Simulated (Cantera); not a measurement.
Feed: 1 mol Zr, 0.035 mol H₂O, 410 mol H₂, equilibrated at 0.00165 Torr.

Cantera equilibrium calculation (NASA polynomials, part measured and part estimated; ideal gas, pure solids and liquids). Candidate condensed phases: H₂O, Zr, ZrO₂; 12 gas species. Kinetics and transport are ignored.

Problem. At 2725 K, list the 5 most abundant gas species with their mole fractions, and the condensed phases.

Solution. H 0.998, Zr 0.00120, H₂ 0.000563, O 2.23e-5, ZrO 2.04e-5. Condensed: gas only.
